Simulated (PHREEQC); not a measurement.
# Buffer: an equilibrium model

Consider water at 76 °C with 0.16 mol NH4Cl and 0.01 mol Na2HPO4 per kg of water. Closed to the air; pH follows from the charge balance.

The numbers come from PHREEQC with the ion-association model, phreeqc.dat.

pH: 6.64
ionic strength: 0.179 mol/kgw
activity of water: 0.994
specific conductance: 47000 µS/cm
density: 0.978 g/cm³
total alkalinity: 10.0 meq/kg

| species | molality | activity | log γ |
|---|---|---|---|
| Cl- | 0.160 | 0.112 | -0.155 |
| NH4+ | 0.155 | 0.103 | -0.177 |
| Na+ | 0.0199 | 0.0146 | -0.137 |
| NH3 | 0.00520 | 0.00542 | 0.018 |
| H2PO4- | 0.00520 | 0.00381 | -0.135 |
| HPO4-2 | 0.00475 | 0.00131 | -0.559 |
| NaHPO4- | 5.08e-5 | 3.72e-5 | -0.135 |
| OH- | 1.34e-6 | 9.29e-7 | -0.160 |

Precipitation was switched off in this run. Complexes and solids missing from the database can't appear. At this temperature some constants are extrapolated from 25 °C, and those without enthalpy data are left unchanged.
